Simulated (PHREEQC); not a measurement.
A solution holds 0.052 mol/kgw KOH, 0.0016 mol/kgw Na2SiO3 and 0.23 mol/kgw Na2CO3, at 20 °C. Closed to the air; pH follows from the charge balance.

The numbers come from PHREEQC with the ion-association model, phreeqc.dat.

```tsv
quantity	before	after
pH	12.70	12.93
ionic strength (mol/kgw)	0.503	0.533
Na+ (mol/kgw)	0.342	0.376
```

What was changed between the two runs?
(A) temperature from 20 to 90 °C
(B) Na2CO3 from 0.23 to 0.207 mol/kgw
(C) 0.038 mol/kgw NaOH added
(D) Na2CO3 left out
(E) Na2SiO3 left out

C, 0.038 mol/kgw NaOH added

Precipitation was switched off in this run.
